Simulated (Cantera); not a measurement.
Input (Python, Cantera) and output of one run.

```python
import numpy as np
import cantera as ct

gas_names = """
    B BH BH2 BH3 BN B2 H H2 N NH NH2 NH3 N2 N2H2 N2H4
""".split()
cond_names = """
    B(b) B(L) BN(s)
""".split()


# ... load() reads the species with a 1 bar reference pressure and builds the phases ...
atoms = {
    'B2H6': {'B': 2, 'H': 6},
    'N2': {'N': 2},
}
top_T = {'BN(s)': 3200}  # K; cautious upper limits of use, not melting points


# ... equilibrate(T, P, feed) seeds the gas with the atoms and calls Mixture.equilibrate('TP', solver="vcs", rtol=1e-11, max_steps=5000) ...
results = []
feed = {'B2H6': 1, 'N2': 0.42}  # mol
P = 15  # Pa
for T in [1650, 1700, 1750, 1800, 1850, 1900, 1950, 2000, 2050, 2100]:
    mix = equilibrate(T, P, feed)
    results.append((T, P, feed, dict(zip(mix.species_names, mix.species_moles))))

top = {s: max(r[3][s] / sum(r[3][g] for g in gas_names) for r in results) for s in gas_names}
cols = sorted((s for s in top if top[s] > 0.001), key=lambda s: -top[s])[:6]
seen = [c for c in cond_names if any(r[3].get(c, 0) > 1e-12 for r in results)]
print("log10 of partial pressures in bar; condensed amounts in mol")
print(f"{'T/K':>10s}" + "".join(f"{s[:9]:>10s}" for s in cols + seen))
for T, P, feed, n in results:
    ng = sum(n[g] for g in gas_names)
    print(f"{T:10.4g}" + "".join(f"{np.log10(max(n[s] / ng * P / 1e5, 1e-99)):10.3f}" for s in cols)
          + "".join(f"{n.get(c, 0):10.4g}" for c in seen))
```

Result:

```
log10 of partial pressures in bar; condensed amounts in mol
       T/K        H2         H        N2         B      B(b)     BN(s)
      1650    -3.828    -5.956    -6.685    -9.950     1.168    0.8317
      1700    -3.831    -5.747    -6.221    -9.432     1.184    0.8157
      1750    -3.837    -5.552    -5.784    -8.945     1.227    0.7728
      1800    -3.849    -5.371    -5.371    -8.484     1.337    0.6623
      1850    -3.875    -5.206    -4.981    -8.049     1.619    0.3807
      1900    -3.909    -5.055    -4.748    -7.637     1.999         0
      1950    -3.922    -4.902    -4.753    -7.246     1.998         0
      2000    -3.939    -4.758    -4.761    -6.875     1.995         0
      2050    -3.963    -4.626    -4.771    -6.523     1.991         0
      2100    -3.994    -4.503    -4.785    -6.187     1.981         0
```

These are equilibrium values from Cantera (NASA tables, ideal gas, pure condensed phases), not measurements of a reactor. The feed counts by its element totals alone. Mutual solubility and eutectic melting of coexisting phases are not modelled. The tables' values for BH2 are old estimates; treat these amounts as uncertain.
